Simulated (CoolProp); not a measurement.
Saturated liquid density (kg/m³) of propyne: the reference equation beside estimates from Tc = 129.6 °C, pc = 5658 kPa, ω = 0.204. Rackett uses Z = 0.29056 − 0.08775 ω.

Computed with CoolProp (reference Helmholtz-energy equation of state, Polt 1992). This equation is an older, rougher fit; its heat capacities, sound speeds and derivatives of the liquid may be far off and weren't checked against measurements.

```tsv
T (°C)	reference	Rackett	van der Waals	Soave-Redlich-Kwong
7.95	638.9	624.8	387.0	578.6
14.15	628.9	616.3	381.8	569.7
20.25	619.1	607.7	376.5	560.6
26.45	609.0	598.8	370.9	550.9
32.65	598.9	589.6	365.1	540.8
38.75	588.7	580.3	359.2	530.5
44.95	578.1	570.5	353.1	519.5
51.15	567.3	560.4	346.6	507.9
```

Absolute difference from the reference over all 8 rows, mean and median: Rackett 1.7 and 1.6 %, van der Waals 39.1 and 39.1 %, Soave-Redlich-Kwong 9.8 and 9.6 %.
